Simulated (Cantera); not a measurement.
An isothermal, constant-pressure homogeneous reactor starts with CH4 : H2 : CO2 = 0.014 : 1 : 0.019 (molar parts), at 2925 K and 20.0 Torr.

Computed with Cantera and GRI-Mech 3.0 (53 species, 325 reactions). Radical loss at walls, strong at low pressure, is not modelled.

x: mole fraction; the columns are a selection and need not sum to one.

| t (s) | x CH4 | x H2 | x CO2 | x C2H4 | x C2H2 | x CH2O |
|---|---|---|---|---|---|---|
| 0.000200 | 0.00667 | 0.923 | 0.00771 | 4.48e-5 | 0.000788 | 2.11e-6 |
| 0.000469 | 0.00254 | 0.899 | 0.000511 | 1.87e-5 | 0.00329 | 1.71e-6 |
| 0.00110 | 0.000595 | 0.884 | 4.51e-5 | 2.72e-6 | 0.00443 | 6.25e-7 |
| 0.00257 | (withheld) | 0.866 | (withheld) | (withheld) | (withheld) | (withheld) |
| 0.00602 | 6.56e-5 | 0.837 | 2.92e-5 | 1.62e-7 | 0.00111 | 9.52e-8 |
| 0.0141 | 2.24e-6 | 0.783 | 1.99e-5 | 1.50e-9 | 3.18e-5 | 6.74e-9 |
| 0.0331 | 3.37e-11 | 0.685 | 1.86e-5 | <1e-12 | 1.61e-12 | 8.09e-10 |
| 0.0775 | 3.47e-12 | 0.561 | 1.70e-5 | <1e-12 | <1e-12 | 2.71e-10 |
| 0.181 | <1e-12 | 0.475 | 1.55e-5 | <1e-12 | <1e-12 | 1.33e-10 |
| 0.425 | <1e-12 | 0.455 | 1.51e-5 | <1e-12 | <1e-12 | 1.13e-10 |
| 0.996 | <1e-12 | 0.455 | 1.51e-5 | <1e-12 | <1e-12 | 1.13e-10 |
| 2.33 | <1e-12 | 0.455 | 1.51e-5 | <1e-12 | <1e-12 | 1.13e-10 |
| 5.47 | <1e-12 | 0.455 | 1.51e-5 | <1e-12 | <1e-12 | 1.13e-10 |
| 12.8 | <1e-12 | 0.455 | 1.51e-5 | <1e-12 | <1e-12 | 1.13e-10 |
| 30.0 | <1e-12 | 0.455 | 1.51e-5 | <1e-12 | <1e-12 | 1.13e-10 |

**Question.** Some entries are withheld; supply them.

**Answer.** 
- 0.00257, x CH4: 0.000224
- 0.00257, x CO2: 4.07e-5
- 0.00257, x C2H4: 8.73e-7
- 0.00257, x C2H2: 0.00319
- 0.00257, x CH2O: 2.95e-7
